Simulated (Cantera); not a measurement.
Ignition delay

Mixture: 6.65 % C3H8, 19.5 % O2, 73.8 % N2, at 1.20 bar, adiabatic and at constant volume. Ignition delay is the time to a rise of 400 K.

Model: GRI-Mech 3.0 (53 species, 325 reactions), integrated in Cantera. GRI-Mech 3.0 was tuned for natural gas; its chemistry of propane as a main component is partial and can be far from experiment.

```json
[
 {"T0 (K)": "1200", "delay (ms)": "5.43"},
 {"T0 (K)": "1250", "delay (ms)": "2.05"},
 {"T0 (K)": "1300", "delay (ms)": "0.855"},
 {"T0 (K)": "1350", "delay (ms)": "0.394"},
 {"T0 (K)": "1400", "delay (ms)": "0.199"},
 {"T0 (K)": "1450", "delay (ms)": "0.110"},
 {"T0 (K)": "1500", "delay (ms)": "0.0659"},
 {"T0 (K)": "1550", "delay (ms)": "0.0423"},
 {"T0 (K)": "1600", "delay (ms)": "0.0288"},
 {"T0 (K)": "1650", "delay (ms)": "0.0207"}
]
```

| Property | Result |
|---|---|
| apparent activation energy between 1550 and 1650 K | 150 kJ/mol |
